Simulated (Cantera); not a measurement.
Feed: 1 mol AlCl₃, a varied amount of NH₃, 140 mol N₂, 0.41 mol O₂, at 675 °C and 1.33 mbar.

Method: chemical equilibrium by Gibbs-energy minimisation in Cantera with the NASA 1993 tables (ideal gas, pure condensed phases). Candidate condensed phases: Al, AlCl₃, AlN, Al₂O₃, H₂O, NH₄Cl; 45 gas species. Condensed phases not in the tables: AlOCl. Kinetics and transport are ignored.

x: gas mole fraction; n: condensed amount in mol.

```tsv
n(NH₃) (mol)	x N₂	x H₂	x HCl	x AlCl₃	x NH₃	x AlCl₂	n AlN(s)	n Al₂O₃(s)
4	0.951	0.0342	0.0120	___	6.87e-9	1.72e-7	0.0510	0.273
5.8	0.934	0.0502	0.0133	___	1.21e-8	1.45e-7	0.133	0.273
8.6	0.910	0.0742	0.0144	___	2.15e-8	1.17e-7	0.216	0.273
13	0.875	0.109	0.0150	___	3.75e-8	8.78e-8	0.292	0.273
19	0.833	0.152	0.0149	___	6.00e-8	6.41e-8	0.347	0.273
28	0.780	0.206	0.0142	___	9.19e-8	4.40e-8	0.388	0.273
41	0.718	0.269	0.0129	___	1.32e-7	2.90e-8	0.414	0.273
60	0.650	0.339	0.0112	___	1.77e-7	1.83e-8	0.431	0.273
88	0.579	0.411	0.00934	___	2.24e-7	1.10e-8	0.441	0.273
```

Problem. Fill in the missing entries.

Solution. 
- 4, x AlCl₃: 0.00270
- 5.8, x AlCl₃: 0.00209
- 8.6, x AlCl₃: 0.00150
- 13, x AlCl₃: 0.000967
- 19, x AlCl₃: 0.000595
- 28, x AlCl₃: 0.000334
- 41, x AlCl₃: 0.000175
- 60, x AlCl₃: 8.53e-5
- 88, x AlCl₃: 3.89e-5
